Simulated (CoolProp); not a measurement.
A single-stage vapour-compression cycle with c-C4F8 (RC318): evaporating at 253.15 K (dew point), condensing at 280.15 K (bubble point), superheat 10 K, subcooling 2 K, compressor efficiency 0.9, no pressure losses. Each further row changes one setting.

The numbers come from the reference Helmholtz-energy equation of state, Platzer 1990 in CoolProp. This equation is an older, rougher fit; its heat capacities, sound speeds and derivatives of the liquid may be far off and weren't checked against measurements.

```csv
case,cooling COP,pressure ratio,discharge temperature (K),refrigerating effect (kJ/kg),volumetric capacity (kJ/m³)
as stated,7.57,3.09,283.5,103,526
evaporating temperature 258.15 K,9.74,2.45,284.5,106,675
condensing temperature 275.15 K,9.58,2.56,280.0,108,553
subcooling 7 K,7.96,3.09,283.5,108,553
superheat 20 K,7.79,3.09,293.7,110,542
compressor efficiency 0.8,6.73,3.09,285.7,103,526
```
